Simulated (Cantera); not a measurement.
Input: 1 mol CO2, 0.27 mol H2, 0.085 mol O2, equilibrated at 27.0 mbar.

Equilibrium computed with Cantera from the NASA thermochemical tables; the gas is ideal and each condensed phase is pure. Candidate condensed phases: C, C6H6, C7H8, C8H18, H2O; 110 gas species. Rates play no part.

x: gas mole fraction; nothing condenses.

| T (K) | x CO2 | x H2O | x CO | x O2 | x H2 | x OH |
|---|---|---|---|---|---|---|
| 800 | 0.748 | 0.174 | 0.0398 | <1e-12 | 0.0390 | <1e-12 |
| 950 | 0.733 | 0.188 | 0.0540 | <1e-12 | 0.0248 | 5.95e-12 |
| 1100 | 0.725 | 0.196 | 0.0622 | <1e-12 | 0.0166 | 1.07e-9 |
| 1250 | 0.721 | 0.201 | 0.0668 | [?] | [?] | [?] |
| 1400 | 0.718 | 0.203 | 0.0696 | 3.78e-9 | 0.00910 | 1.26e-6 |
| 1550 | 0.716 | 0.205 | 0.0714 | 3.80e-7 | 0.00732 | 1.55e-5 |
| 1700 | 0.715 | 0.206 | 0.0727 | 1.69e-5 | 0.00614 | 0.000122 |
| 1850 | 0.712 | 0.207 | 0.0743 | [?] | 0.00537 | [?] |
| 2000 | 0.699 | 0.204 | 0.0833 | 0.00456 | 0.00531 | 0.00277 |
| 2150 | 0.650 | 0.195 | 0.116 | 0.0208 | 0.00681 | 0.00783 |
| 2300 | 0.558 | 0.177 | 0.176 | 0.0502 | 0.00996 | 0.0168 |

**Question.** Complete the blanks.

**Answer.** 
- 1250, x O2: 1.25e-11
- 1250, x H2: 0.0119
- 1250, x OH: 5.58e-8
- 1850, x O2: 0.000394
- 1850, x OH: 0.000683
